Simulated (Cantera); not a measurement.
## Thermodynamics of hydrogen reduction and annealing atmospheres, feed PbO + H₂ + H₂O

A closed system holds: 1 mol PbO, 0.99 mol H₂, 0.57 mol H₂O, equilibrated at 11.0 Pa.

Equilibrium computed with Cantera from the NASA thermochemical tables; the gas is ideal and each condensed phase is pure. Candidate condensed phases: H₂O, Pb, PbO, PbO₂, Pb₃O₄; 12 gas species. Rates play no part.

```csv
T (K),x H₂O,x Pb,x H₂,x PbO,x O₂,x OH,n Pb(l),n PbO(yellow)
775,1.000,0.000226,5.55e-5,1.63e-7,<1e-12,2.98e-12,0.990,0.0101
875,0.994,0.00613,8.91e-5,2.34e-5,1.75e-12,3.69e-10,0.980,0.0101
975,0.915,0.0833,0.000123,0.00118,8.34e-10,1.63e-8,0.848,0.00820
1075,0.609,0.386,0.000420,0.00433,9.38e-9,1.58e-7,0,0
1175,0.608,0.386,0.00115,0.00506,1.42e-7,1.46e-6,0,0
1275,0.607,0.384,0.00245,0.00635,1.70e-6,1.00e-5,0,0
1375,0.605,0.382,0.00437,0.00823,1.63e-5,5.38e-5,0,0
1475,0.602,0.380,0.00699,0.0106,0.000122,0.000233,0,0
1575,0.597,0.377,0.0107,0.0129,0.000690,0.000832,0,0
1675,0.588,0.374,0.0166,0.0143,0.00272,0.00245,0,0
1775,0.569,0.371,0.0267,0.0141,0.00748,0.00599,0,0
```
x: gas mole fraction; n: condensed amount in mol.

From 775 K to 975 K the condensed part is Pb(l) + PbO(yellow). From 1075 K to 1775 K nothing is condensed. The main Pb-bearing gas is Pb throughout.
